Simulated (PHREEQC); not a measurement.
Dissolve 0.073 mol NaH2PO4, 0.03 mol NaOH and 0.03 mol ZnSO4 per kg of water at 45 °C. Closed to the air; pH follows from the charge balance.

Equilibrium calculation in PHREEQC: ion-association model, wateq4f.dat.

```tsv
quantity	before	after
pH	6.56	5.11
ionic strength (mol/kgw)	0.208	0.863
H2PO4- (mol/kgw)	0.0431	0.699
HPO4-2 (mol/kgw)	0.0283	0.0242
Zn+2 (mol/kgw)	0.0208	0.0268
SI of Zincite(c) (ZnO)	+0.80	-2.18
```

Question: Name the change that produced these shifts.
(A) temperature from 45 to 35 °C
(B) NaH2PO4 from 0.073 to 0.73 mol/kgw
(C) NaOH from 0.03 to 0.3 mol/kgw
(D) NaOH from 0.03 to 0.006 mol/kgw

Answer: B, NaH2PO4 from 0.073 to 0.73 mol/kgw

This is a speciation only: nothing precipitates in the calculation. The ionic strength passes 0.7 mol/kgw, the rough limit of the ion-association models, in after. Some of these states are supersaturated (in Zincite(c) (slow to form), for instance). H3PO4, which wateq4f.dat lacks, is added to it with the constant of phreeqc.dat. Away from 25 °C the constants follow the database's enthalpies or fits; those with neither stay at their 25 °C values. The database has no phosphate complexes of Zn.
